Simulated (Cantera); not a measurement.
A closed system holds: 1 mol AlN, a varied amount of O2, 64 mol H2, equilibrated at 923.15 K and 0.210 Torr.

Cantera equilibrium calculation (NASA polynomials, part measured and part estimated; ideal gas, pure solids and liquids). Candidate condensed phases: Al, AlN, Al2O3, H2O; 35 gas species. Rates play no part.

At 3 mol O2, list the 3 most abundant gas species with their mole fractions, and the condensed phases.

H2 0.922, H2O 0.0698, N2 0.00775. Condensed: Al2O3(s).
